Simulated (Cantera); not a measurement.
Charge: 1 mol C6H6, 0.19 mol H2O, 0.85 mol H2, at 2725 °C and 1.00 bar.

Method: chemical equilibrium by Gibbs-energy minimisation in Cantera with the NASA 1993 tables (ideal gas, pure condensed phases). Candidate condensed phases: C, C6H6, C7H8, C8H18, H2O; 110 gas species. Kinetics and transport are ignored.

Base state: H2 0.769, H 0.138, C2H2 (acetylene) 0.0476, CO 0.0418, C2H 0.00146, C4H2 0.00123, C3 0.000305, C2H2 (vinylidene) 0.000149 (mole fractions); condensed: C(graphite).

What changes in the equilibrium state with this change: 0.024 mol NH3 added?


```json
[
 {"species": "H2", "before": "0.769", "after": "0.766"},
 {"species": "H", "before": "0.138", "after": "0.137"},
 {"species": "C2H2 (acetylene)", "before": "0.0476", "after": "0.0474"},
 {"species": "HCN", "before": "0", "after": "0.00361"},
 {"species": "HNC", "before": "0", "after": "0.000680"},
 {"species": "CO", "before": "0.0418", "after": "0.0413"},
 {"species": "N2", "before": "0", "after": "0.000429"},
 {"species": "CN", "before": "0", "after": "6.67e-5"},
 {"species": "CH4", "before": "4.63e-5", "after": "4.58e-5"},
 {"species": "C(graphite), mol", "before": "5.33", "after": "5.31"}
]
```
